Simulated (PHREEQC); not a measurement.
Dissolve 0.043 mol Na2HPO4 and 5.2e-05 mol NaOH per kg of water at 25 °C. Closed to the air; pH follows from the charge balance.

Model: ion-association model, phreeqc.dat, run in PHREEQC.

Precipitation was switched off in this run.

Question: Order these P species by the share of P that they hold, largest first: HPO4-2, H2PO4-, NaHPO4-, PO4-3.

Answer: HPO4-2 (94 %), NaHPO4- (5.4 %), PO4-3 (0.39 %), H2PO4- (0.33 %)

The pH is 9.31 and the ionic strength 0.125 mol/kgw. Species that the database lacks are ignored.
